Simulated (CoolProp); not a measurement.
Values from CoolProp's reference Helmholtz-energy equation of state, de Reuck 1990.

Give the vapour pressure (MPa), liquid cp (kJ/(kg K)), surface tension (mN/m) of saturated fluorine at -185.35, -168.25 °C.


| T (°C) | p (MPa) | liquid cp (kJ/(kg K)) | surface tension (mN/m) |
|---|---|---|---|
| -185.35 | 0.138 | 1.52 | 12.7 |
| -168.25 | 0.623 | 1.62 | 8.21 |

Surface tension comes from a separate correlation (Mulero 2012).
